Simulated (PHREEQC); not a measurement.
0.18 g of hydrous ferric oxide (600 m²/g; 0.2 weak and 0.005 strong sites per Fe, Dzombak-Morel constants, diffuse double layer) in 1 kg of water with 0.01 mol/kgw of an inert sodium salt and 0.00013 mol/kgw SrCl2 and 7.5e-07 mol/kgw ZnSO4, at 25 °C; the pH is set by adding NaOH or the inert anion's acid. Oxygen alone is held at its pressure in air (log pO2 = -0.68). The system is closed to CO2. No solid was allowed to form.

Base run: PHREEQC, ion-association model, wateq4f.dat. Each further column changes one thing. The table gives Zn sorbed (%).

| pH | base | no electrostatic term (-no_edl) | background salt from 0.01 to 0.001 mol/kgw | oxide from 0.18 to 0.9 g/kgw | 0.00058 mol/kgw CuSO4 added |
|---|---|---|---|---|---|
| 3 | 0.0 | 0.0 | 0.0 | 0.0 | 0.0 |
| 3.5 | 0.0 | 0.0 | 0.0 | 0.0 | 0.0 |
| 4.5 | 0.2 | 0.3 | 0.1 | 0.8 | 0.0 |
| 5 | 1.2 | 3.2 | 0.9 | 5.6 | 0.1 |
| 6 | 40.7 | 69.6 | 39.5 | 77.7 | 0.3 |
| 6.5 | 84.4 | 93.2 | 84.9 | 96.6 | 0.4 |
| 7.5 | 99.6 | 99.6 | 99.7 | 99.9 | 3.9 |
| 8 | 99.9 | 99.9 | 99.9 | 100.0 | 20.8 |
| 9 | 99.9 | 99.9 | 99.9 | 100.0 | 69.5 |
| 9.5 | 99.8 | 99.5 | 99.8 | 100.0 | 71.7 |
| 10.5 | 98.9 | 82.7 | 99.2 | 100.0 | 64.5 |
| 11 | 97.8 | 31.8 | 98.6 | 100.0 | 48.7 |

The oxide is taken as insoluble; below pH 4 it would dissolve. In at least one series the solution becomes supersaturated in solids that the run did not let form, among them Cu(OH)2, Brochantite, Antlerite, Atacamite. The database's constant for dissolved Cu(OH)2 is higher than later reviews accept.
